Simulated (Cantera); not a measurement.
**Fe2O3 + SO2 + N2 (roasting and sulfation)**

A closed system holds: 1 mol Fe2O3, 0.92 mol SO2, 1.7 mol N2, at 13.3 mbar.

Cantera equilibrium calculation (NASA polynomials, part measured and part estimated; ideal gas, pure solids and liquids). Candidate condensed phases: Fe, FeO, FeS, FeSO4, FeS2, Fe2O3, Fe2(SO4)3, Fe3O4, S; 19 gas species. Mutual solubility and eutectic melting of coexisting phases are not modelled. The numbers say what is thermodynamically allowed, not how fast it happens.

From 725 °C to 775 °C the condensed part is Fe2O3(s). From 825 °C to 1125 °C the condensed part is Fe2O3(s) + Fe3O4(s). From 1175 °C to 1325 °C the condensed part is Fe3O4(s).

```json
[
 {"T (°C)": "725", "x N2": "0.649", "x SO2": "0.351", "x O2": "2.17e-9", "x NO": "2.82e-9", "x SO3": "3.49e-6", "x O": "<1e-12", "x SO": "1.16e-7", "n Fe2O3(s)": "1.000", "n Fe3O4(s)": "0"},
 {"T (°C)": "775", "x N2": "0.649", "x SO2": "0.351", "x O2": "3.39e-8", "x NO": "1.89e-8", "x SO3": "7.88e-6", "x O": "1.01e-12", "x SO": "1.68e-7", "n Fe2O3(s)": "1.000", "n Fe3O4(s)": "0"},
 {"T (°C)": "825", "x N2": "0.649", "x SO2": "0.351", "x O2": "4.07e-7", "x NO": "1.05e-7", "x SO3": "1.64e-5", "x O": "1.31e-11", "x SO": "2.35e-7", "n Fe2O3(s)": "1.000", "n Fe3O4(s)": "8.96e-5"},
 {"T (°C)": "875", "x N2": "0.649", "x SO2": "0.351", "x O2": "3.89e-6", "x NO": "5.04e-7", "x SO3": "3.19e-5", "x O": "1.36e-10", "x SO": "3.22e-7", "n Fe2O3(s)": "1.000", "n Fe3O4(s)": "0.000209"},
 {"T (°C)": "925", "x N2": "0.649", "x SO2": "0.351", "x O2": "3.06e-5", "x NO": "2.11e-6", "x SO3": "5.86e-5", "x O": "1.15e-9", "x SO": "4.30e-7", "n Fe2O3(s)": "0.999", "n Fe3O4(s)": "0.000637"},
 {"T (°C)": "975", "x N2": "0.649", "x SO2": "0.351", "x O2": "0.000203", "x NO": "7.85e-6", "x SO3": "0.000102", "x O": "8.21e-9", "x SO": "5.63e-7", "n Fe2O3(s)": "0.996", "n Fe3O4(s)": "0.00270"},
 {"T (°C)": "1025", "x N2": "0.648", "x SO2": "0.351", "x O2": "0.00116", "x NO": "2.63e-5", "x SO3": "0.000171", "x O": "5.03e-8", "x SO": "7.22e-7", "n Fe2O3(s)": "0.980", "n Fe3O4(s)": "0.0132"},
 {"T (°C)": "1075", "x N2": "0.645", "x SO2": "0.349", "x O2": "0.00581", "x NO": "8.05e-5", "x SO3": "0.000273", "x O": "2.69e-7", "x SO": "9.07e-7", "n Fe2O3(s)": "0.905", "n Fe3O4(s)": "0.0631"},
 {"T (°C)": "1125", "x N2": "0.632", "x SO2": "0.342", "x O2": "0.0259", "x NO": "0.000225", "x SO3": "0.000415", "x O": "1.28e-6", "x SO": "1.10e-6", "n Fe2O3(s)": "0.577", "n Fe3O4(s)": "0.282"},
 {"T (°C)": "1175", "x N2": "0.610", "x SO2": "0.330", "x O2": "0.0594", "x NO": "0.000440", "x SO3": "0.000457", "x O": "4.12e-6", "x SO": "1.73e-6", "n Fe2O3(s)": "0", "n Fe3O4(s)": "0.667"},
 {"T (°C)": "1225", "x N2": "0.610", "x SO2": "0.330", "x O2": "0.0594", "x NO": "0.000567", "x SO3": "0.000350", "x O": "8.33e-6", "x SO": "3.99e-6", "n Fe2O3(s)": "0", "n Fe3O4(s)": "0.667"},
 {"T (°C)": "1275", "x N2": "0.610", "x SO2": "0.330", "x O2": "0.0593", "x NO": "0.000718", "x SO3": "0.000274", "x O": "1.61e-5", "x SO": "8.73e-6", "n Fe2O3(s)": "0", "n Fe3O4(s)": "0.667"},
 {"T (°C)": "1325", "x N2": "0.610", "x SO2": "0.330", "x O2": "0.0593", "x NO": "0.000897", "x SO3": "0.000217", "x O": "2.99e-5", "x SO": "1.82e-5", "n Fe2O3(s)": "0", "n Fe3O4(s)": "0.667"}
]
```
x: gas mole fraction; n: condensed amount in mol.
